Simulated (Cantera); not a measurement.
# Reactions in the system Cr-N-O

Cantera with NASA thermochemical tables; ideal gases at 1 bar, condensed phases pure. Values are per mole of reaction as written; species without (g) are pure solids or liquids, kept so even where they would boil at 1 bar.

3 N(g) + Cr2O3 ⇌ 2 Cr + 3 NO(g)

```tsv
T (K)	ΔH° (kJ)	ΔS° (J/K)	ΔG° (kJ)	log10 K
748	-24.8	106.8	-104.7	7.31
798	-26.4	104.8	-110.0	7.20
848	-27.8	103.0	-115.2	7.10
898	-29.2	101.5	-120.3	7.00
948	-30.5	100.1	-125.3	6.91
998	-31.7	98.8	-130.3	6.82
1048	-32.8	97.7	-135.2	6.74
1098	-33.9	96.7	-140.1	6.66
1148	-34.9	95.8	-144.9	6.59
```

6 Cr + 2 N2O(g) ⇌ NO2(g) + 3 Cr2N

| T (K) | ΔH° (kJ) | ΔS° (J/K) | ΔG° (kJ) | log10 K |
|---|---|---|---|---|
| 748 | -495.6 | -126.6 | -400.9 | 28.00 |
| 798 | -494.5 | -125.2 | -394.6 | 25.83 |
| 848 | -493.3 | -123.7 | -388.4 | 23.92 |
| 898 | -492.1 | -122.4 | -382.2 | 22.23 |
| 948 | -491.0 | -121.1 | -376.2 | 20.73 |
| 998 | -489.8 | -119.9 | -370.1 | 19.37 |
| 1048 | -488.7 | -118.8 | -364.2 | 18.15 |
| 1098 | -487.6 | -117.8 | -358.3 | 17.04 |
| 1148 | -486.6 | -116.9 | -352.4 | 16.03 |
